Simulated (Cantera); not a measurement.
A perfectly stirred reactor is fed with CH₄ : O₂ : N₂ = 1 : 2.82 : 22.8 (molar parts), equivalence ratio 0.71, at 900 Torr; it is adiabatic with a 675 K inlet, and is followed from long to short residence time, starting on the burning branch (τ in s: 0.024, 0.012, 0.0056, 0.0027, 0.0013, 0.00062, 0.0003, 0.00014, 7e-05, 3.4e-05, 1.6e-05, 7.8e-06).

Cantera simulation using GRI-Mech 3.0 (53 species, 325 reactions); the numbers are that mechanism's predictions, not measurements.

Q: Predict: blow-out, bracketed by the residence times tried; x(CH₄) at τ = 24.0 ms; x(O₂) at τ = 24.0 ms; x(OH) at τ = 24.0 ms; x(CH₂CO) at τ = 24.0 ms; x(HCO) at τ = 24.0 ms; x(CH₄) at τ = 0.300 ms; x(O₂) at τ = 0.300 ms.

A: blow-out, bracketed by the residence times tried: burning at 1.30 ms, out at 0.620 ms
x(CH₄) at τ = 24.0 ms: 4.77e-5
x(O₂) at τ = 24.0 ms: 0.0312
x(OH) at τ = 24.0 ms: 0.000641
x(CH₂CO) at τ = 24.0 ms: 1.72e-8
x(HCO) at τ = 24.0 ms: 7.61e-8
x(CH₄) at τ = 0.300 ms: 0.0376
x(O₂) at τ = 0.300 ms: 0.106
